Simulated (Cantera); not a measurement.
An isothermal, constant-pressure homogeneous reactor starts with 0.938 % CH2O, 0.326 % O2, 98.7 % N2, equivalence ratio 2.9, at 1550 K and 1.00 bar.

Cantera simulation using GRI-Mech 3.0 (53 species, 325 reactions); the numbers are that mechanism's predictions, not measurements.

One state of this run: x CH2O = 1.59e-11; x O2 = 3.41e-10; x CH2 = <1e-12; x HO2 = <1e-12; x HCN = 3.80e-10; x NO = 1.18e-6; x CH4 = <1e-12. x: mole fraction; the columns are a selection and need not sum to one.

Problem. Which value of t (s) does it belong to?
(A) 0.0648
(B) 0.000771
(C) 8.41e-5
(D) 0.595

Solution. D, 0.595
